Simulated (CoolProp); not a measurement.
n-undecane at several states: fugacity coefficient from the reference equation and from simpler models built on Tc = 638.8 K, pc = 1.990 MPa, ω = 0.539; each cubic takes its own stable root.

Computed with CoolProp (reference Helmholtz-energy equation of state, Aleksandrov 2011). It is a short technical equation, of lower accuracy than the large ones.

```csv
T (K),p (MPa),phase,reference,van der Waals,Redlich-Kwong,Soave-Redlich-Kwong,Peng-Robinson
380.1,0.434,liquid,0.01400,0.3618,0.08684,0.01364,0.01446
346.8,3.37,liquid,0.0004826,0.04226,0.005331,0.0004825,0.0005178
545.8,8.75,liquid,0.07878,0.2087,0.1321,0.09119,0.08341
```
